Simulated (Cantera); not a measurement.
A Cantera script and its output.

```python
import numpy as np
import cantera as ct

gas = ct.Solution("gri30.yaml")
gas.TPX = 1225, 101325, {'N2O': 1, 'H2': 0.017, 'N2': 5.6}
inlet = ct.Reservoir(gas, clone=True)

reactor = ct.IdealGasConstPressureReactor(gas, energy="off", clone=False)
exhaust = ct.Reservoir(gas, clone=True)
tau = [14, 2.7, 0.51, 0.098, 0.019, 0.0036, 0.00068][0]
for a, b in ((inlet, reactor), (reactor, exhaust)):
    ct.MassFlowController(a, b, mdot=lambda t: reactor.mass / tau)
net = ct.ReactorNet([reactor])
show = ['N2O', 'H2', 'H2O', 'NO', 'H', 'N2']

rows = []
print(f"{'tau/s':>10s}{'T/K':>9s}" + "".join(f"{s:>11s}" for s in show))
for tau in [14, 2.7, 0.51, 0.098, 0.019, 0.0036, 0.00068]:
    net.initial_time = 0.0
    net.advance(30 * tau)
    before = gas.X
    net.advance(40 * tau)
    drift = np.max(np.abs(gas.X - before) / (gas.X + 1e-9))
    rows.append([gas.T, *gas[show].X, drift])
    print(f"{tau:10.3e}{gas.T:9.1f}" + "".join(f"{x:11.3e}" for x in gas[show].X))
```

Output:

```
     tau/s      T/K        N2O         H2        H2O         NO          H         N2
 1.400e+01   1225.0  1.436e-02  1.683e-06  2.405e-03  6.506e-03  2.085e-09  9.175e-01
 2.700e+00   1225.0  4.717e-02  6.280e-06  2.439e-03  7.439e-03  6.264e-09  8.995e-01
 5.100e-01   1225.0  1.009e-01  2.533e-05  2.483e-03  4.374e-03  2.306e-08  8.722e-01
 9.800e-02   1225.0  1.355e-01  9.947e-05  2.449e-03  1.295e-03  1.033e-07  8.552e-01
 1.900e-02   1225.0  1.461e-01  3.556e-04  2.203e-03  2.791e-04  4.733e-07  8.499e-01
 3.600e-03   1225.0  1.491e-01  1.071e-03  1.488e-03  6.502e-05  1.680e-06  8.481e-01
 6.800e-04   1225.0  1.506e-01  2.142e-03  4.176e-04  1.626e-05  2.490e-06  8.468e-01
```

Detailed kinetics in Cantera: GRI-Mech 3.0 (53 species, 325 reactions). GRI-Mech 3.0 was tuned for natural gas; its chemistry of N2O as a main component is partial and can be far from experiment. The mechanism lacks the step 2 NO + O2 → 2 NO2, which can matter for NO2 below about 1400 K. The temperature is held fixed by assumption; the heat of reaction is taken as removed at once.
